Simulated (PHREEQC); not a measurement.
1 kg of water holding 0.059 mol/kgw KCl, 0.028 mol/kgw CaCl2, 0.073 mol/kgw SrCl2 and 0.022 mol/kgw NaCl is evaporated at 25 °C; the solids stay in contact with the brine. No CO2 enters from the air. Only these solids could form: Halite, Portlandite, Sylvite.

The numbers come from PHREEQC with the Pitzer model, pitzer.dat.

| water left (kg) | ionic strength | water activity | Sylvite (mol) | Na in solution (mol/kgw) | Ca in solution (mol/kgw) | Sr in solution (mol/kgw) |
|---|---|---|---|---|---|---|
| 1 | 0.384 | 0.993 | 0 | 0.0220 | 0.0280 | 0.0730 |
| 0.8219 | 0.467 | 0.991 | 0 | 0.0268 | 0.0341 | 0.0888 |
| 0.6755 | 0.568 | 0.989 | 0 | 0.0326 | 0.0415 | 0.108 |
| 0.5552 | 0.692 | 0.987 | 0 | 0.0396 | 0.0504 | 0.131 |
| 0.4563 | 0.842 | ___ | 0 | 0.0482 | 0.0614 | 0.160 |
| 0.375 | ___ | 0.980 | 0 | 0.0587 | 0.0747 | 0.195 |
| 0.3082 | 1.25 | 0.976 | 0 | 0.0714 | 0.0908 | 0.237 |
| 0.2533 | 1.52 | 0.970 | 0 | 0.0868 | 0.111 | 0.288 |
| 0.2082 | 1.84 | 0.963 | 0 | 0.106 | 0.134 | 0.351 |
| 0.1711 | 2.24 | 0.954 | 0 | 0.129 | 0.164 | 0.427 |
| 0.1407 | 2.73 | 0.943 | 0 | 0.156 | 0.199 | 0.519 |
| 0.1156 | ___ | 0.928 | 0 | 0.190 | 0.242 | 0.631 |
| 0.09502 | 4.04 | 0.909 | 0 | 0.232 | 0.295 | 0.768 |
| 0.07809 | 4.92 | 0.884 | 0 | 0.282 | 0.359 | 0.935 |
| 0.06418 | 5.98 | 0.850 | 0 | 0.343 | 0.436 | 1.14 |
| 0.05275 | 7.28 | 0.807 | 0 | 0.417 | 0.531 | 1.38 |
| 0.04335 | 8.86 | 0.749 | 0 | 0.507 | 0.646 | 1.68 |
| 0.03564 | 10.4 | 0.692 | 0.0133 | 0.617 | 0.786 | 2.05 |
| 0.0293 | 12.0 | 0.631 | 0.0329 | 0.751 | 0.956 | 2.49 |

**Question.** What belongs in the gaps?

**Answer.** 
- 0.4563, water activity: 0.984
- 0.375, ionic strength: 1.02
- 0.1156, ionic strength: 3.32

Complexes and solids missing from the database can't appear.
